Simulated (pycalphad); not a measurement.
All values are pycalphad results on the COST 507 light-alloy database (1999) (1 atm), not direct measurements. The data set is of 1999 and partly superseded. Not assessed as a whole: an extrapolation from subsystems, which can miss ternary compounds. Phase fractions are per mole of atoms. Kinetics are ignored, which matters at the lower temperatures.

Give the equilibrium state of Ti-18.81V-0.5825Si (wt.%) at 1602 °C.

liquid, fraction 0.883, with 19.0 V, 0.64 Si wt.%; bcc, fraction 0.117, with 17.6 V, 0.13 Si wt.%.

Give the equilibrium state of Ti-18.81V-0.5825Si (wt.%) at 552 °C.

hcp, fraction 0.505, with 1.5 V, 0.22 Si wt.%; bcc, fraction 0.490, with 36.5 V, 0.79 Si wt.%; SITI3, fraction 0.006, with no V, 16.4 Si wt.%.

Database names, with the compositions (at.%) that they take in these runs: SITI3: Ti 75 Si 25. An entry "none" or "no" means that the model of the phase leaves that element out.
